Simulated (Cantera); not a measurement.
A closed system holds: 1 mol CaCO3, 0.1 mol O2, 1.5 mol N2, equilibrated at 1098.15 K.

Method: chemical equilibrium by Gibbs-energy minimisation in Cantera with the NASA 1993 tables (ideal gas, pure condensed phases). Candidate condensed phases: C, Ca, CaCO3, CaO; 27 gas species. Kinetics and transport are ignored.

**Question.** At 26.3 Torr, list the 4 most abundant gas species with their mole fractions, and the condensed phases.

**Answer.** N2 0.577, CO2 0.385, O2 0.0384, NO 3.06e-5. Condensed: CaO(s).
